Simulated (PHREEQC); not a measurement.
1.9 g of hydrous ferric oxide (600 m²/g; 0.2 weak and 0.005 strong sites per Fe, Dzombak-Morel constants, diffuse double layer) in 1 kg of water with 0.001 mol/kgw of an inert sodium salt and 0.036 mmol/kgw NiCl2, at 25 °C; the pH is set by adding NaOH or the inert anion's acid. Oxygen is held at 0.21 atm. CO2 from the air is kept out. Precipitation was switched off in this run.

Model: ion-association model, wateq4f.dat, run in PHREEQC.

Question: Predict Ni sorbed (%), surface charge σ (C/m²) at pH = 3.67, 11.

Answer: 
```tsv
pH	Ni sorbed (%)	surface charge σ (C/m²)
3.67	0.0	0.183
11	100.0	-0.057
```

The oxide is taken as insoluble; below pH 4 it would dissolve.
